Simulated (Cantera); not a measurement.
Mixture: CH4 : O2 : N2 : CO2 = 1 : 1 : 3.76 : 1.3 (molar parts), at 500000 Pa, adiabatic and at constant pressure. Ignition delay is the time to a rise of 400 K.

Cantera simulation using GRI-Mech 3.0 (53 species, 325 reactions); the numbers are that mechanism's predictions, not measurements.

Task: Predict: delay at 1275 K; delay at 1425 K; delay at 1575 K; delay at 1725 K; delay at 1875 K; apparent activation energy between 1725 and 1875 K.

Result: delay at 1275 K: 8.01 ms
delay at 1425 K: 1.49 ms
delay at 1575 K: 0.316 ms
delay at 1725 K: 80.8 µs
delay at 1875 K: 26.5 µs
apparent activation energy between 1725 and 1875 K: 200 kJ/mol
